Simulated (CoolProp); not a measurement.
C2F6 (R116) at several states: Z from the reference equation and from simpler models built on Tc = 293.0 K, pc = 30.48 bar, ω = 0.257; each cubic takes its own stable root.

Computed with CoolProp (reference Helmholtz-energy equation of state, Lemmon 2006). It is a short technical equation, of lower accuracy than the large ones.

```csv
T (K),p (bar),phase,reference
236.6,147,liquid,0.6851
289.1,29,liquid,0.1775
197.8,40.1,liquid,0.2089
313.1,36.7,supercritical,0.5574
211.7,6.22,liquid,0.03186
351.4,16.3,gas,0.9019
```

Q: How far does each simpler model (van der Waals, Redlich-Kwong) lie from the reference over these 6 states: mean and median of the absolute difference, and the worst?

A: 
- van der Waals: mean 455.9 %, median 48.9 %, worst +2565.1 % at 211.7 K and 6.22 bar
- Redlich-Kwong: mean 9.4 %, median 6.2 %, worst +28.6 % at 289.1 K and 29 bar

At some of these states van der Waals gives the other phase, because its saturation line lies elsewhere.
